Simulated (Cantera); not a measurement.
## Equilibrium for carbothermic reduction: SiO2 + C + N2

A closed system holds: 1 mol SiO2, 0.34 mol C, 0.65 mol N2, at 1375 °C and 970 Pa.

Method: chemical equilibrium by Gibbs-energy minimisation in Cantera with the NASA 1993 tables (ideal gas, pure condensed phases). Candidate condensed phases: C, Si, SiC, SiO2, Si2N2O, Si3N4; 34 gas species. Mutual solubility and eutectic melting of coexisting phases are not modelled. The tables hold silica as quartz up to 1696 K and as liquid above; real silica turns to tridymite and cristobalite and melts near 1996 K. Equilibrium is a limit: real reactors are often held back by kinetics, nucleation or transport.

- x(N2): 0.589
- x(CO): 0.363
- x(SiO): 0.0471
- x(CO2): 2.08e-5
- n(SiO2(β-quartz)): 0.759 mol
- n(Si2N2O(s)): 0.0986 mol
- gas amount: 0.9354 mol
- log10 activity of C(graphite) (absent): -1.90
- log10 activity of Si(s) (absent): -2.23
